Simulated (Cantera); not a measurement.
**Thermodynamics of calcination and drying, feed KOH + C + CO2**

Charge: 1 mol KOH, 0.0072 mol C, 0.052 mol CO2, held at 19.0 mbar.

Method: chemical equilibrium by Gibbs-energy minimisation in Cantera with the NASA 1993 tables (ideal gas, pure condensed phases). Candidate condensed phases: C, C6H6, C7H8, C8H18, H2O, K, KOH, KO2, K2CO3, K2O, K2O2; 116 gas species. Mutual solubility and eutectic melting of coexisting phases are not modelled. The numbers say what is thermodynamically allowed, not how fast it happens.

| T (°C) | x KOH | x H2O | x H2 | x K | x CO2 | x O2 | x K2(OH)2 | n KOH(l) | n K2CO3(s) | n K2CO3(l) |
|---|---|---|---|---|---|---|---|---|---|---|
| 452 | 3.47e-5 | 0.757 | 0.243 | 6.12e-8 | 2.31e-9 | <1e-12 | 1.81e-5 | 0.882 | 0.0592 | 0 |
| 602 | 0.00374 | 0.753 | 0.242 | 5.57e-5 | 4.92e-7 | <1e-12 | 0.000852 | 0.881 | 0.0592 | 0 |
| 752 | 0.0940 | 0.676 | 0.212 | 0.00640 | 1.98e-5 | <1e-12 | 0.0109 | 0.873 | 0.0592 | 0 |
| 902 | 0.840 | 0.0805 | 0.000103 | 0.0314 | 5.21e-5 | 1.79e-9 | 0.0477 | 0 | 0 | 0.0592 |
| 1052 | 0.888 | 0.0682 | 1.15e-5 | 0.0299 | 0.00810 | 3.31e-5 | 0.00567 | 0 | 0 | 0.0514 |
| 1202 | 0.842 | 0.0313 | 3.22e-6 | 0.0625 | 0.0537 | 0.00906 | 0.000860 | 0 | 0 | 0 |
| 1352 | 0.731 | 0.0638 | 2.57e-5 | 0.127 | 0.0508 | 0.0255 | 0.000153 | 0 | 0 | 0 |
| 1502 | 0.573 | 0.109 | 0.000153 | 0.219 | 0.0467 | 0.0486 | 2.83e-5 | 0 | 0 | 0 |
x: gas mole fraction; n: condensed amount in mol.

From 452 °C to 752 °C the condensed part is KOH(l) + K2CO3(s). From 902 °C to 1052 °C the condensed part is K2CO3(l). From 1202 °C to 1502 °C nothing is condensed. The main K-bearing gas is K2(OH)2 at 452 °C and KOH at 1502 °C.
